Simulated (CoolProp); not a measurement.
A single-stage vapour-compression cycle with ethylene: evaporating at 208.15 K (dew point), condensing at 266.15 K (bubble point), superheat 10 K, subcooling 8 K, compressor efficiency 0.7, no pressure losses. Each further row changes one setting.

The numbers come from the reference Helmholtz-energy equation of state, Smukala 2000 in CoolProp.

```
case                              cooling COP  pressure ratio  discharge temperature (K)  refrigerating effect (kJ/kg)  volumetric capacity (kJ/m³)
--------------------------------  -----------  --------------  -------------------------  ----------------------------  ---------------------------
as stated                                1.70            5.55                      348.3                           287                         3100
evaporating temperature 213.15 K         1.95            4.62                      339.8                           290                         3740
condensing temperature 261.15 K          1.96            4.92                      338.5                           ___                         3280
subcooling 13 K                          1.80            5.55                      348.3                           ___                         3280
superheat 20 K                           1.69            5.55                      361.0                           ___                         3070
compressor efficiency 0.6                1.46            5.55                        ___                           287                         3100
```

### Question
Some entries are withheld; supply them.

### Answer

- condensing temperature 261.15 K, refrigerating effect (kJ/kg): 303
- subcooling 13 K, refrigerating effect (kJ/kg): 304
- superheat 20 K, refrigerating effect (kJ/kg): 302
- compressor efficiency 0.6, discharge temperature (K): 362.3
